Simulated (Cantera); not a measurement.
A closed system holds: 1 mol HMDSO, 14 mol H2O, 87 mol N2, 26 mol N2O, equilibrated at 69.0 Pa.

Equilibrium computed with Cantera from the NASA thermochemical tables; the gas is ideal and each condensed phase is pure. Candidate condensed phases: C, C6H6, C7H8, C8H18, H2O, Si, SiC, SiO2, Si2N2O, Si3N4; 151 gas species. The feed counts by its element totals alone. The tables hold silica as quartz up to 1696 K and as liquid above; real silica turns to tridymite and cristobalite and melts near 1996 K. The numbers say what is thermodynamically allowed, not how fast it happens. All values below are at 1723 K.

Base state: N2 0.788, H2O 0.158, CO2 0.0403, O2 0.00792, H2 0.00172, CO 0.00154, OH 0.00145, NO 0.000614 (mole fractions); condensed: SiO2(condensed).

What changes in the equilibrium state with this change: pressure from 69.0 Pa to 2.50 mbar?


```
species                 before     after
--------------------  --------  --------
N2                       0.788     0.789
H2O                      0.158     0.159
CO2                     0.0403    0.0410
H2                     0.00172  0.000948
H                     0.000288  0.000112
O                     0.000193   9.72e-5
CO                     0.00154  0.000858
OH                     0.00145   0.00103
SiO2(condensed), mol      2.00      2.00
```
